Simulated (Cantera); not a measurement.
Feed: 1 mol SiC, 0.8 mol N₂O, 11 mol H₂, held at 0.320 Pa.

Cantera equilibrium calculation (NASA polynomials, part measured and part estimated; ideal gas, pure solids and liquids). Candidate condensed phases: C, C₆H₆, C₇H₈, C₈H₁₈, H₂O, Si, SiC, SiO₂, Si₂N₂O, Si₃N₄; 151 gas species. Mutual solubility and eutectic melting of coexisting phases are not modelled. Kinetics and transport are ignored.

x: gas mole fraction; n: condensed amount in mol.

```
T (K)        x H₂         x H        x N₂        x Si        x CO       x SiO    n SiC(s)  n Si₂N₂O(s)  n C(graphite)
-----  ----------  ----------  ----------  ----------  ----------  ----------  ----------  -----------  -------------
1200        0.911    0.000105      0.0446     4.19e-9      0.0440    0.000586       0.469        0.262              0
1275        0.897  (withheld)  (withheld)  (withheld)  (withheld)  (withheld)  (withheld)   (withheld)              0
1350        0.872     0.00124      0.0635     7.59e-6      0.0317      0.0317       0.600            0              0
1425        0.870     0.00356      0.0634     7.17e-5      0.0317      0.0317       0.600            0              0
1500        0.864     0.00915      0.0632    0.000537      0.0318      0.0313       0.596            0              0
1575        0.850      0.0214      0.0626     0.00319      0.0329      0.0297       0.579            0              0
1650        0.818      0.0459      0.0611      0.0140      0.0376      0.0235       0.507            0              0
1725        0.756      0.0902      0.0582      0.0373      0.0479      0.0103       0.337            0              0
1800        0.673       0.164      0.0546      0.0522      0.0535     0.00142       0.199            0              0
1875        0.560       0.274      0.0500      0.0606      0.0506    0.000221           0            0          0.122
1950        0.429       0.419      0.0456      0.0558      0.0464     6.35e-5           0            0         0.0956
2025        0.287       0.576      0.0409      0.0498      0.0419     1.88e-5           0            0         0.0617
2100   (withheld)  (withheld)      0.0369      0.0445      0.0379  (withheld)           0            0     (withheld)
2175       0.0855       0.798      0.0344      0.0414      0.0353     2.54e-6           0            0              0
```

### Question
Fill in the missing entries.

### Answer

- 1275, x H: 0.000390
- 1275, x N₂: 0.0513
- 1275, x Si: 3.35e-7
- 1275, x CO: 0.0396
- 1275, x SiO: 0.0118
- 1275, n SiC(s): 0.515
- 1275, n Si₂N₂O(s): 0.171
- 2100, x H₂: 0.166
- 2100, x H: 0.709
- 2100, x SiO: 6.03e-6
- 2100, n C(graphite): 0.0176
